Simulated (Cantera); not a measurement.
Input: 1 mol C3H8, 0.59 mol H2O, 9.2 mol N2, held at 101000 Pa.

Equilibrium computed with Cantera from the NASA thermochemical tables; the gas is ideal and each condensed phase is pure. Candidate condensed phases: C, C6H6, C7H8, C8H18, H2O; 136 gas species. Rates play no part.

### Question
At 1725 K, list the 4 most abundant gas species with their mole fractions, and the condensed phases.

### Answer
N2 0.639, H2 0.318, CO 0.0410, HCN 0.00189. Condensed: C(graphite).
